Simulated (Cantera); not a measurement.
Input: 1 mol PbO, 8.8 mol CO, 8.5 mol N2, equilibrated at 1425 K and 0.340 bar.

Method: chemical equilibrium by Gibbs-energy minimisation in Cantera with the NASA 1993 tables (ideal gas, pure condensed phases). Candidate condensed phases: C, Pb, PbO, PbO2, Pb3O4; 27 gas species. Rates play no part.

Base state: N2 0.475, CO 0.436, CO2 0.0559, Pb 0.0337 (mole fractions); condensed: Pb(l).

Task: What changes in the equilibrium state with this change: temperature from 1425 K to 1050 K?

Result: 
| species | before | after |
|---|---|---|
| N2 | 0.475 | 0.491 |
| CO | 0.436 | 0.451 |
| CO2 | 0.0559 | 0.0578 |
| Pb | 0.0337 | 0.000137 |
| Pb(l), mol | 0.397 | 0.998 |

Task: What changes in the equilibrium state with this change: temperature from 1425 K to 1448.15 K?

Result: 
| species | before | after |
|---|---|---|
| N2 | 0.475 | 0.470 |
| CO | 0.436 | 0.431 |
| CO2 | 0.0559 | 0.0553 |
| Pb | 0.0337 | 0.0430 |
| Pb2 | 8.52e-6 | 1.28e-5 |
| Pb(l), mol | 0.397 | 0.222 |

Task: What changes in the equilibrium state with this change: pressure from 0.340 bar to 0.0300 bar?

Result: 
```csv
species,before,after
N2,0.475,0.464
CO,0.436,0.426
CO2,0.0559,0.0546
Pb,0.0337,0.0546
"Pb(l), mol",0.397,0
```
